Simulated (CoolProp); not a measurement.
Saturated liquid density (kg/m³) of octamethyltrisiloxane (MDM): the reference equation beside estimates from Tc = 292.2 °C, pc = 1.438 MPa, ω = 0.528. Rackett uses Z = 0.29056 − 0.08775 ω.

Computed with CoolProp (reference Helmholtz-energy equation of state, Thol 2017).

```tsv
T (°C)	reference	Rackett	van der Waals	Redlich-Kwong	Soave-Redlich-Kwong	Peng-Robinson
79.55	759.0	860.1	438.5	643.6	689.1	776.7
87.45	750.5	850.3	434.0	635.8	682.4	769.5
95.45	741.8	840.2	429.4	627.8	675.3	761.9
103.45	732.9	830.0	424.7	619.5	667.9	754.0
111.45	723.9	819.5	419.8	610.9	660.2	745.7
119.35	714.9	809.0	414.9	602.2	652.3	737.1
127.35	705.6	798.1	409.8	593.2	643.9	728.0
135.35	696.2	787.0	404.6	583.8	635.1	718.4
143.25	686.6	775.9	399.3	574.3	626.1	708.5
151.25	676.7	764.3	393.7	564.3	616.5	698.0
159.25	666.6	752.4	387.9	554.0	606.5	686.9
167.15	656.2	740.3	382.1	543.5	596.0	675.4
175.15	645.5	727.7	376.0	532.5	584.9	663.1
183.15	634.4	714.7	369.6	521.0	573.2	650.0
```

Absolute difference from the reference over all 14 rows, mean and median: Rackett 13.0 and 13.1 %, van der Waals 41.9 and 41.9 %, Redlich-Kwong 16.2 and 16.0 %, Soave-Redlich-Kwong 9.0 and 8.9 %, Peng-Robinson 2.9 and 3.0 %.
